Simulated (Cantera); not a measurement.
Charge: 1 mol Si3N4, 1.1 mol N2O, 940 mol H2, 1.4 mol CO2, held at 5.20 bar.

Equilibrium computed with Cantera from the NASA thermochemical tables; the gas is ideal and each condensed phase is pure. Candidate condensed phases: C, C6H6, C7H8, C8H18, H2O, Si, SiC, SiO2, Si2N2O, Si3N4; 151 gas species. Mutual solubility and eutectic melting of coexisting phases are not modelled. The tables hold silica as quartz up to 1696 K and as liquid above; real silica turns to tridymite and cristobalite and melts near 1996 K. Kinetics and transport are ignored. All values below are at 1248 K.

Base state: H2 0.996, N2 0.00249, CH4 0.00146, H2O 9.40e-5, NH3 3.97e-5, CO 2.99e-5 (mole fractions); condensed: SiO2(β-quartz) + Si2N2O(s).

What changes in the equilibrium state with this change: CO2 from 1.4 to 0.58 mol?


```csv
species,before,after
H2,0.996,0.997
N2,0.00249,0.00192
CH4,0.00146,0.000605
CO,2.99e-5,1.14e-5
NH3,3.97e-5,3.49e-5
H2O,9.40e-5,8.63e-5
"SiO2(β-quartz), mol",1.52,0.445
"Si2N2O(s), mol",0.739,1.28
```
